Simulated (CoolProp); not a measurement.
Propyne at several states: fugacity coefficient from the reference equation and from simpler models built on Tc = 402.7 K, pc = 5.658 MPa, ω = 0.204; each cubic takes its own stable root.

Computed with CoolProp (reference Helmholtz-energy equation of state, Polt 1992). This equation is an older, rougher fit; its heat capacities, sound speeds and derivatives of the liquid may be far off and weren't checked against measurements.

```csv
T (K),p (MPa),phase,reference
470.6,0.0225,gas,0.9992
297.6,0.472,gas,0.9213
407.7,4.01,gas,0.7717
346.1,1.09,gas,0.8913
334.3,8.33,liquid,0.1767
439.8,3.31,gas,0.8522
```

**Question.** How far does each simpler model (van der Waals, Redlich-Kwong, Peng-Robinson) lie from the reference over these 6 states: mean and median of the absolute difference, and the worst?

**Answer.** 
- van der Waals: mean 14.1 %, median 3.1 %, worst +74.1 % at 334.3 K and 8.33 MPa
- Redlich-Kwong: mean 4.1 %, median 0.7 %, worst +21.5 % at 334.3 K and 8.33 MPa
- Peng-Robinson: mean 0.8 %, median 0.5 %, worst -2.0 % at 407.7 K and 4.01 MPa
